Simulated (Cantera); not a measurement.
Charge: 1 mol Ti, 9.9 mol CO2, 41 mol H2, held at 1548 K and 0.0340 bar.

These are equilibrium values from Cantera (NASA tables, ideal gas, pure condensed phases), not measurements of a reactor. Candidate condensed phases: C, C6H6, C7H8, C8H18, H2O, Ti, TiC, TiO, TiO2, Ti2O3, Ti3O5, Ti4O7; 113 gas species. Equilibrium is a limit: real reactors are often held back by kinetics, nucleation or transport.

Base state: H2 0.664, CO 0.181, H2O 0.141, CO2 0.0138, H 0.000136 (mole fractions); condensed: TiO2(rutile).

Q: What changes in the equilibrium state with this change: CO2 from 9.9 to 0.013 mol?

A: 
```
species              before     after
-----------------  --------  --------
H2                    0.664     1.000
H                  0.000136  0.000167
H2O                   0.141   1.14e-8
CO                    0.181     <1e-9
CO2                  0.0138     <1e-9
TiO2(rutile), mol      1.00         0
Ti(β), mol                0     0.961
TiC(s), mol               0    0.0130
TiO(s), mol               0    0.0260
```
Mutual solubility and eutectic melting of coexisting phases are not modelled. TiC, TiO: taken at fixed stoichiometry. Condensed phases not in the tables: solid solutions among these carbides, nitrides and lower oxides, N, O or C dissolved in the metal.

Q: What changes in the equilibrium state with this change: CO2 from 9.9 to 0.79 mol?

A: 
```tsv
species	before	after
H2	0.664	0.988
CO	0.181	0.0122
H	0.000136	0.000166
H2O	0.141	3.53e-5
CO2	0.0138	1.56e-7
TiO2(rutile), mol	1.00	0
TiC(s), mol	0	0.285
Ti2O3(s), mol	0	0.358
```
Mutual solubility and eutectic melting of coexisting phases are not modelled. TiC: taken at fixed stoichiometry.
